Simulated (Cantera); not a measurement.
Input: 1 mol Al, a varied amount of HF, 0.31 mol N2, at 977 °C and 76.0 Pa.

Method: chemical equilibrium by Gibbs-energy minimisation in Cantera with the NASA 1993 tables (ideal gas, pure condensed phases). Candidate condensed phases: Al, AlF3, AlN; 29 gas species. The numbers say what is thermodynamically allowed, not how fast it happens.

Task: Which condensed phases are stable at each of these points (n(HF) (mol)): 1.6, 2.3, 2.9, 3.6, 4.2, 4.8, 5.5, 6.1, 6.7, 7.4, 8, 8.7, 9.3?

Result: 
```csv
n(HF) (mol),condensed phases,Al condensed (%)
1.6,AlN(s),46.5
2.3,AlN(s),23.2
2.9,AlN(s),3.3
3.6,gas only,0.0
4.2,gas only,0.0
4.8,gas only,0.0
5.5,gas only,0.0
6.1,gas only,0.0
6.7,gas only,0.0
7.4,gas only,0.0
8,gas only,0.0
8.7,gas only,0.0
9.3,gas only,0.0
```

From 1.6 mol HF to 2.9 mol HF the condensed part is AlN(s). From 3.6 mol HF to 9.3 mol HF nothing is condensed.
